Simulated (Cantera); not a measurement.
**Pyrogenic steam for wet oxidation**

A perfectly stirred reactor is fed with H2 : O2 : N2 = 1.2 : 1 : 17 (molar parts), at 0.260 bar; it is held at 1325 K, and followed from long to short residence time.

Computed with Cantera and GRI-Mech 3.0 (53 species, 325 reactions). The temperature is held fixed by assumption; the heat of reaction is taken as removed at once.

```
τ (s)        x H2    x O2    x HO2       x O      x OH   x H2O2   x H2O
-------  --------  ------  -------  --------  --------  -------  ------
4.3       6.01e-5  0.0215  5.36e-7   3.17e-5  0.000175  5.67e-8  0.0644
1.4      0.000126  0.0215  9.18e-7   6.73e-5  0.000254  9.44e-8  0.0642
0.45     0.000266  0.0215  1.41e-6  0.000143  0.000370  1.50e-7  0.0640
0.15     0.000541  0.0215  1.91e-6  0.000296  0.000531  2.21e-7  0.0635
0.048     0.00110  0.0217  2.35e-6  0.000615  0.000767  3.06e-7  0.0626
0.015     0.00217  0.0221  2.67e-6   0.00126   0.00110  3.82e-7  0.0605
0.0050    0.00383  0.0230  2.89e-6   0.00234   0.00148  4.20e-7  0.0569
0.0016    0.00625  0.0246  3.07e-6   0.00399   0.00190  4.20e-7  0.0510
0.00053   0.00944  0.0268  3.23e-6   0.00558   0.00224  4.08e-7  0.0439
```
x: mole fraction; the columns are a selection and need not sum to one.
